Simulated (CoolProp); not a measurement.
Aqueous ethanol as a coolant, at -20 °C, 1 atm.

The numbers come from the Melinder's fits for secondary coolants in CoolProp.

```
mass %  freezing point (°C)  conductivity (W/(m K))  density (kg/m³)  Prandtl number  cp (kJ/(kg K))
------  -------------------  ----------------------  ---------------  --------------  --------------
31.7                  -21.8                   0.378            971.7             271           4.009
38.2                  -27.9                   0.351            964.8             269           3.767
44.7                  -33.5                   0.326            954.9             247           3.542
51.2                  -38.5                   0.303            942.6             214           3.341
57.7                  -43.1                   0.281            928.6             177           3.134
```
